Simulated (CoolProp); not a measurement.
R152A along the isotherm 32.05 °C: Z from the reference equation and from simpler models built on Tc = 113.3 °C, pc = 4517 kPa, ω = 0.275; each cubic takes its own stable root.

The numbers come from the reference Helmholtz-energy equation of state, Outcalt 1996 in CoolProp. It is a modified Benedict-Webb-Rubin equation, recast in Helmholtz form.

```
p (kPa)   phase  reference
-------  ------  ---------
7.14        gas     0.9986
12.1        gas     0.9977
20.3        gas     0.9961
34.3        gas     0.9934
57.9        gas     0.9888
97.8        gas     0.9810
165         gas     0.9676
278         gas     0.9444
470         gas     0.9029
793      liquid    0.02342
1340     liquid    0.03947
2260     liquid    0.06628
```

### Question
How far does each simpler model (van der Waals, Redlich-Kwong, Soave-Redlich-Kwong, Peng-Robinson) lie from the reference over these 12 states: mean and median of the absolute difference, and the worst?

### Answer
- van der Waals: mean 483.2 %, median 1.1 %, worst +3742.4 % at 32.05 °C and 793 kPa
- Redlich-Kwong: mean 306.6 %, median 0.6 %, worst +3616.9 % at 32.05 °C and 793 kPa
- Soave-Redlich-Kwong: mean 5.8 %, median 0.4 %, worst +21.9 % at 32.05 °C and 793 kPa
- Peng-Robinson: mean 2.1 %, median 0.3 %, worst +7.4 % at 32.05 °C and 793 kPa

At some of these states van der Waals, Redlich-Kwong gives the other phase, because its saturation line lies elsewhere.
